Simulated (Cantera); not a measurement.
**Thermodynamics of oxide etching and cleaning by halides, feed CaO + HF + N₂**

Charge: 1 mol CaO, 3.6 mol HF, 0.64 mol N₂, at 1325 K and 100 Torr.

Equilibrium computed with Cantera from the NASA thermochemical tables; the gas is ideal and each condensed phase is pure. Candidate condensed phases: Ca, CaF₂, CaO, Ca(OH)₂, H₂O; 47 gas species. Kinetics and transport are ignored.

| Quantity | Result |
|---|---|
| x(HF) | 0.494 |
| x(H₂O) | 0.309 |
| x(N₂) | 0.198 |
| x(H₂) | 3.08e-5 |
| x(O₂) | 1.36e-5 |
| x(OH) | 3.63e-6 |
| x(NO) | 1.87e-6 |
| n(CaF₂(s)) | 1.000 mol |
| gas amount | 3.240 mol |
| log10 activity of Ca(l) (absent) | -20.52 |
